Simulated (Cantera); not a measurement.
Feed: 1 mol V, 9.8 mol O2, at 0.190 Pa.

Method: chemical equilibrium by Gibbs-energy minimisation in Cantera with the NASA 1993 tables (ideal gas, pure condensed phases). Candidate condensed phases: V, VO, V2O3, V2O4, V2O5; 6 gas species. Condensed phases not in the tables: the oxides between V2O3 and V2O5 other than VO2. Equilibrium is a limit: real reactors are often held back by kinetics, nucleation or transport.

log p: log10 of the partial pressure in bar; n: condensed amount in mol.

| T (K) | log p O2 | log p VO2 | log p O | log p VO | n V2O4(s) |
|---|---|---|---|---|---|
| 1375 | -5.72 | -8.45 | -9.06 | -15.74 | 0.492 |
| 1425 | -5.72 | ? | ? | ? | 0.467 |
| 1475 | -5.73 | -7.29 | -8.41 | -13.66 | 0.377 |
| 1525 | -5.76 | -6.77 | -8.13 | -12.70 | 0.0660 |
| 1575 | -5.77 | -6.71 | -7.86 | -12.26 | 0 |
| 1625 | -5.77 | -6.72 | -7.60 | -11.89 | 0 |
| 1675 | -5.78 | -6.72 | ? | ? | 0 |
| 1725 | -5.79 | -6.72 | -7.13 | -11.22 | 0 |

**Question.** Fill in the missing entries.

**Answer.** 
- 1675, log p O: -7.36
- 1675, log p VO: -11.55
- 1425, log p VO2: -7.85
- 1425, log p O: -8.72
- 1425, log p VO: -14.66
